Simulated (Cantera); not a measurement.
Input: 1 mol C6H6, 2 mol H2O, 5.2 mol N2, at 1125 K and 750 Torr.

Equilibrium computed with Cantera from the NASA thermochemical tables; the gas is ideal and each condensed phase is pure. Candidate condensed phases: C, C6H6, C7H8, C8H18, H2O; 136 gas species. Equilibrium is a limit: real reactors are often held back by kinetics, nucleation or transport.

Base state: N2 0.431, H2 0.401, CO 0.159, CH4 0.00463, H2O 0.00409, CO2 0.00147, NH3 4.62e-5, HCN 1.27e-5 (mole fractions); condensed: C(graphite).

Question: What changes in the equilibrium state with this change: C6H6 replaced by C?

Answer: 
| species | before | after |
|---|---|---|
| N2 | 0.431 | 0.634 |
| H2 | 0.401 | 0.161 |
| H2O | 0.00409 | 0.0830 |
| CO2 | 0.00147 | 0.0389 |
| CO | 0.159 | 0.0830 |
| CH4 | 0.00463 | 7.72e-6 |
| HCN | 1.27e-5 | 1.01e-7 |
| NH3 | 4.62e-5 | 1.43e-5 |
| C(graphite), mol | 4.01 | 0 |

Question: What changes in the equilibrium state with this change: pressure from 750 Torr to 6.68 Torr?

Answer: 
```tsv
species	before	after
N2	0.431	0.426
H2	0.401	0.410
CO	0.159	0.164
CH4	0.00463	4.31e-5
NH3	4.62e-5	4.23e-7
H2O	0.00409	3.84e-5
C(graphite), mol	4.01	4.00
```
